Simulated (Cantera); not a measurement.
Input: 1 mol Fe2O3, 1500 mol H2, 0.11 mol H2O, at 827 °C and 200000 Pa.

Equilibrium computed with Cantera from the NASA thermochemical tables; the gas is ideal and each condensed phase is pure. Candidate condensed phases: Fe, FeO, Fe(OH)2, Fe(OH)3, Fe2O3, Fe3O4, H2O; 12 gas species. Kinetics and transport are ignored.

Base state: H2 0.998, H2O 0.00207 (mole fractions); condensed: Fe(α).

Question: What changes in the equilibrium state with this change: temperature from 827 °C to 1875 °C?

Answer: 
| species | before | after |
|---|---|---|
| H2 | 0.998 | 0.994 |
| H | 1.83e-8 | 0.00294 |
| H2O | 0.00207 | 0.00207 |
| Fe | <1e-9 | 0.000851 |
| Fe(α), mol | 2.00 | 0 |
| Fe(l), mol | 0 | 0.720 |
